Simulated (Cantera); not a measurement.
Cantera run, input and output.

```python
import numpy as np
import cantera as ct

gas = ct.Solution("gri30.yaml")
gas.TPX = 1025, 2666, {'H2': 0.014, 'O2': 7.4}
reactor = ct.IdealGasConstPressureReactor(gas, energy="off", clone=False)
net = ct.ReactorNet([reactor])
net.rtol, net.atol = 1e-08, 1e-18
show = ['H2', 'O2', 'H', 'H2O2', 'O', 'OH', 'H2O']
times = np.geomspace(4e-05, 50, 13)

steps = ct.SolutionArray(gas, extra=["t"])
rows = []
print(f"{'t/s':>10s}{'T/K':>9s}{'P/Pa':>11s}" + "".join(f"{s:>11s}" for s in show))
for t in times:
    while net.time < t:
        t_next = net.step()
        steps.append(gas.state, t=t_next)
    rows.append([np.interp(t, steps.t, y) for y in (steps.T, steps.P, *steps(*show).X.T)])
    print(f"{t:10.3e}{rows[-1][0]:9.1f}{rows[-1][1]:11.4g}" + "".join(f"{x:11.3e}" for x in rows[-1][2:]))
rate = np.gradient(steps.T, steps.t)
print("integrator steps:", len(steps.t))
if steps.T.max() > steps.T[0] + 200:
    print(f"time of steepest temperature rise: {steps.t[rate.argmax()]:.4e} s")
gas.TPX = 1025, 2666, {'H2': 0.014, 'O2': 7.4}
gas.equilibrate("TP")
print(f"equilibrium (TP): T = {gas.T:.1f} K  " + "  ".join(f"{s} {gas[s].X[0]:.3e}" for s in show))
```

Result:

```
       t/s      T/K       P/Pa         H2         O2          H       H2O2          O         OH        H2O
 4.000e-05   1025.0       2666  1.888e-03  9.981e-01  2.013e-12  2.988e-18  8.299e-13  8.236e-13  9.720e-15
 1.289e-04   1025.0       2666  1.888e-03  9.981e-01  3.611e-12  3.117e-17  5.686e-12  5.535e-12  2.315e-13
 4.152e-04   1025.0       2666  1.888e-03  9.981e-01  4.929e-12  3.255e-16  2.795e-11  2.548e-11  3.879e-12
 1.337e-03   1025.0       2666  1.888e-03  9.981e-01  9.176e-12  3.407e-15  1.355e-10  1.048e-10  5.240e-11
 4.309e-03   1025.0       2666  1.888e-03  9.981e-01  4.233e-11  3.626e-14  1.132e-09  6.995e-10  8.952e-10
 1.388e-02   1025.0       2666  1.888e-03  9.981e-01  3.314e-09  6.684e-13  1.027e-07  5.887e-08  1.078e-07
 4.472e-02   1025.0       2666  2.156e-04  9.969e-01  4.620e-05  6.307e-08  1.074e-03  2.044e-04  1.547e-03
 1.441e-01   1025.0       2666  9.827e-07  9.976e-01  4.564e-06  6.961e-09  5.006e-04  4.523e-05  1.863e-03
 4.642e-01   1025.0       2666  2.050e-07  9.980e-01  5.129e-07  5.709e-09  1.168e-04  2.180e-05  1.879e-03
 1.495e+00   1025.0       2666  2.732e-08  9.981e-01  2.899e-08  3.136e-09  1.710e-05  8.417e-06  1.886e-03
 4.817e+00   1025.0       2666  3.147e-09  9.981e-01  1.365e-09  8.654e-10  2.211e-06  3.066e-06  1.889e-03
 1.552e+01   1025.0       2666  4.196e-10  9.981e-01  7.975e-11  1.681e-10  3.312e-07  1.195e-06  1.890e-03
 5.000e+01   1025.0       2666  7.332e-11  9.981e-01  6.703e-12  3.500e-11  6.351e-08  5.237e-07  1.890e-03
integrator steps: 1369
equilibrium (TP): T = 1025.0 K  H2 2.109e-12  O2 9.981e-01  H 3.901e-14  H2O2 1.187e-12  O 2.032e-09  OH 9.332e-08  H2O 1.890e-03
```

Cantera simulation using GRI-Mech 3.0 (53 species, 325 reactions); the numbers are that mechanism's predictions, not measurements. Radical loss at walls, strong at low pressure, is not modelled.
